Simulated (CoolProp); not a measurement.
20 sccm (0 °C, 1 atm) of nitrogen bubbles through liquid the fluoroketone C6F12O (FK-5-1-12) at 303.9 K and leaves saturated at a total pressure of 0.15 MPa (ideal gas phase). Each further row changes one setting.

The numbers come from the reference Helmholtz-energy equation of state, McLinden 2015 in CoolProp.

```tsv
case	vapour pressure (kPa)	mole fraction of vapour	delivery (mg/min)	delivery (sccm)	change of delivery for a bath 1 K warmer (%)
as stated	51.2	0.341	146	10.4	6.3
bath temperature 308.9 K	62.3	0.415	200	14.2	6.9
total pressure 0.3 MPa	51.2	0.171	58.0	4.11	5.0
```
